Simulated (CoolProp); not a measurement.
Propylene glycol along the isotherm 346.85 °C: Z from the reference equation and from simpler models built on Tc = 400.8 °C, pc = 72.92 bar, ω = 0.327; each cubic takes its own stable root.

Values from CoolProp's reference Helmholtz-energy equation of state, Eisenbach 2021.

```json
[
 {"p (bar)": "1.15", "phase": "gas", "reference": "0.9928", "van der Waals": "0.9943", "Redlich-Kwong": "0.9931", "Soave-Redlich-Kwong": "0.9928", "Peng-Robinson": "0.9922"},
 {"p (bar)": "2.37", "phase": "gas", "reference": "0.9851", "van der Waals": "0.9881", "Redlich-Kwong": "0.9858", "Soave-Redlich-Kwong": "0.9851", "Peng-Robinson": "0.9838"},
 {"p (bar)": "4.86", "phase": "gas", "reference": "0.9691", "van der Waals": "0.9753", "Redlich-Kwong": "0.9706", "Soave-Redlich-Kwong": "0.9692", "Peng-Robinson": "0.9664"},
 {"p (bar)": "9.98", "phase": "gas", "reference": "0.9343", "van der Waals": "0.9480", "Redlich-Kwong": "0.9381", "Soave-Redlich-Kwong": "0.9351", "Peng-Robinson": "0.9295"},
 {"p (bar)": "20.5", "phase": "gas", "reference": "0.8538", "van der Waals": "0.8870", "Redlich-Kwong": "0.8656", "Soave-Redlich-Kwong": "0.8582", "Peng-Robinson": "0.8469"},
 {"p (bar)": "42.1", "phase": "liquid", "reference": "0.09228", "van der Waals": "0.7239", "Redlich-Kwong": "0.6673", "Soave-Redlich-Kwong": "0.1040", "Peng-Robinson": "0.09192"},
 {"p (bar)": "86.5", "phase": "liquid", "reference": "0.1837", "van der Waals": "0.2734", "Redlich-Kwong": "0.2078", "Soave-Redlich-Kwong": "0.1985", "Peng-Robinson": "0.1762"},
 {"p (bar)": "178", "phase": "liquid", "reference": "0.3615", "van der Waals": "0.5049", "Redlich-Kwong": "0.3859", "Soave-Redlich-Kwong": "0.3756", "Peng-Robinson": "0.3345"},
 {"p (bar)": "365", "phase": "liquid", "reference": "0.7001", "van der Waals": "0.9429", "Redlich-Kwong": "0.7148", "Soave-Redlich-Kwong": "0.7036", "Peng-Robinson": "0.6287"}
]
```

At some of these states van der Waals, Redlich-Kwong gives the other phase, because its saturation line lies elsewhere.
